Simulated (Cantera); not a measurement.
A closed system holds: 1 mol SiCl4, 0.02 mol HCl, 27 mol H2, at 75.0 mbar.

Cantera equilibrium calculation (NASA polynomials, part measured and part estimated; ideal gas, pure solids and liquids). Candidate condensed phases: Si; 19 gas species. The tables' values for SiCl3 are old estimates; treat these amounts as uncertain. The numbers say what is thermodynamically allowed, not how fast it happens.

**Question.** At 600 °C, list the 4 most abundant gas species with their mole fractions, and the condensed phases.

**Answer.** H2 0.956, SiCl4 0.0284, HCl 0.00821, SiHCl3 0.00708. Condensed: gas only.
